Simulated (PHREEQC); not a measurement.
Reverse-osmosis permeate: speciation

Synthetic water in mg/L, 25 °C, pH 6.28, pe 9.7: Na 3.2; K 15.1; Ca 0.481; Mg 2.19; Cl 4.85; S(6) as SO4 3.83; Alkalinity as HCO3 30.8; Pb 0.0982.

Valence states are taken as typed.

The numbers come from PHREEQC with the ion-association model, phreeqc.dat.

Each row changes one thing in this solution. Precipitation was switched off in this run.

```
case                                             CO2 (mol/kgw)  HCO3- (mol/kgw)  MgSO4 (mol/kgw)  MgHCO3+ (mol/kgw)  Pb+2 (mol/kgw)  PbCO3 (mol/kgw)  SI of Cerussite (PbCO3)  SI of Pb(OH)2 (Pb(OH)2)
-----------------------------------------------  -------------  ---------------  ---------------  -----------------  --------------  ---------------  -----------------------  -----------------------
as made                                               0.000576         0.000504          6.27e-7            4.61e-7         2.29e-7          1.52e-7                    -0.93                    -2.29
all concentrations times 2 at the same typed pH        0.00113          0.00101          2.21e-6                [?]             [?]          3.94e-7                    -0.51                    -2.17
Ca from 0.481 to 0.962 mg/L                           0.000575         0.000504              [?]            4.60e-7         2.29e-7          1.52e-7                    -0.93                    -2.29
Na from 3.2 to 1.6 mg/L                               0.000576         0.000504          6.30e-7            4.62e-7         2.29e-7          1.52e-7                    -0.93                    -2.29
pH from 6.28 to 6.58 at the same alkalinity                [?]         0.000504          6.27e-7            4.60e-7         1.72e-7          2.27e-7                    -0.75                    -1.81
```

Some entries are withheld; supply them.


- all concentrations times 2 at the same typed pH, MgHCO3+ (mol/kgw): 1.73e-6
- all concentrations times 2 at the same typed pH, Pb+2 (mol/kgw): 3.18e-7
- Ca from 0.481 to 0.962 mg/L, MgSO4 (mol/kgw): 6.24e-7
- pH from 6.28 to 6.58 at the same alkalinity, CO2 (mol/kgw): 0.000288
